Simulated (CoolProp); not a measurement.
Properties of the fluoroketone C6F12O (FK-5-1-12) at several states.

Computed with CoolProp (reference Helmholtz-energy equation of state, McLinden 2015).

```csv
T (K),p (bar),phase,density (kg/m³),cv (kJ/(kg K)),Joule-Thomson coefficient (K/MPa),isothermal compressibility (1/MPa)
452.4,1.64,gas,14.18,(withheld),(withheld),(withheld)
403,0.202,gas,1.915,(withheld),10.64,49.77
223.1,1.42,liquid,1813,(withheld),(withheld),(withheld)
```

Question: Complete the blanks.

Answer: 
- 452.4, cv (kJ/(kg K)): 0.9904
- 452.4, Joule-Thomson coefficient (K/MPa): 7.701
- 452.4, isothermal compressibility (1/MPa): 6.279
- 403, cv (kJ/(kg K)): 0.9345
- 223.1, cv (kJ/(kg K)): 0.8791
- 223.1, Joule-Thomson coefficient (K/MPa): -0.3360
- 223.1, isothermal compressibility (1/MPa): 0.001228
